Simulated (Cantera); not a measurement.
## Catalytic combustion on Pt

An isothermal plug-flow reactor at 850 K and 101000 Pa (inlet), inlet velocity 2.4 m/s, active area per volume 3300 1/m; feed 2.34 % CO, 5.15 % O2, 92.5 % N2.

Detailed kinetics in Cantera: Deutschmann's 1995 Pt surface mechanism with GRI-Mech 3.0 gas chemistry. Catalytic surfaces can have several steady states; this one follows from the mechanism file's or the stated starting coverage. Mass transfer to the wall is taken as infinitely fast.

| z (m) | x CO | x O2 | x H2O | x CO2 | θ free Pt | θ O* | θ CO* |
|---|---|---|---|---|---|---|---|
| 3.4e-05 | 0.0217 | 0.0507 | <1e-12 | 0.00177 | 0.209 | 0.00746 | 0.784 |
| 6.1e-05 | 0.0202 | 0.0500 | <1e-12 | 0.00326 | 0.216 | 0.00796 | 0.776 |
| 0.00011 | 0.0173 | 0.0486 | <1e-12 | 0.00622 | 0.233 | 0.00922 | 0.758 |
| 0.00019 | 0.0113 | 0.0457 | <1e-12 | 0.0123 | 0.288 | 0.0144 | 0.698 |
| 0.00034 | 0.00110 | 0.0408 | <1e-12 | 0.0226 | 0.111 | 0.889 | 0.000738 |
| 0.00061 | 0.000326 | 0.0404 | <1e-12 | 0.0234 | 0.0940 | 0.906 | 0.000155 |
| 0.0011 | 5.13e-5 | 0.0403 | <1e-12 | 0.0236 | 0.0899 | 0.910 | 2.23e-5 |
| 0.0019 | 2.82e-6 | 0.0403 | <1e-12 | 0.0237 | 0.0892 | 0.911 | 1.21e-6 |
| 0.0034 | 1.26e-8 | 0.0403 | <1e-12 | 0.0237 | 0.0892 | 0.911 | 5.37e-9 |
x: gas mole fraction; θ: surface coverage.
